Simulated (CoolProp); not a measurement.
Vapour pressure (bar) of C3F8 (R218): the reference equation beside estimates from Tc = 345.0 K, pc = 26.40 bar, ω = 0.317. Clausius-Clapeyron is anchored at 290.8 K with a constant enthalpy of vaporisation of 15.13 kJ/mol.

Model: reference Helmholtz-energy equation of state, Lemmon 2006, in CoolProp. It is a short technical equation, of lower accuracy than the large ones.

```csv
T (K),reference,Lee-Kesler,Clausius-Clapeyron,Soave-Redlich-Kwong,Peng-Robinson
273.2,4.152,4.175,4.730,4.191,4.139
276.2,4.571,4.597,5.085,4.618,4.559
279.1,5.006,5.034,5.446,5.062,4.996
282,5.471,5.501,5.824,5.537,5.463
285,5.985,6.018,6.233,6.063,5.981
287.9,6.515,6.551,6.647,6.606,6.516
290.8,7.080,7.118,7.080,7.184,7.087
293.7,7.680,7.720,7.531,7.799,7.694
296.7,8.341,8.383,8.018,8.476,8.363
299.6,9.018,9.063,8.509,9.170,9.050
302.5,9.737,9.784,9.019,9.906,9.779
305.5,10.52,10.57,9.568,10.71,10.58
308.4,11.33,11.38,10.12,11.54,11.40
311.3,12.18,12.24,10.69,12.41,12.26
314.2,13.08,13.14,11.28,13.32,13.18
```

Absolute difference from the reference over all 15 rows, mean and median: Lee-Kesler 0.5 and 0.5 %, Clausius-Clapeyron 7.4 and 7.4 %, Soave-Redlich-Kwong 1.5 and 1.5 %, Peng-Robinson 0.3 and 0.3 %.
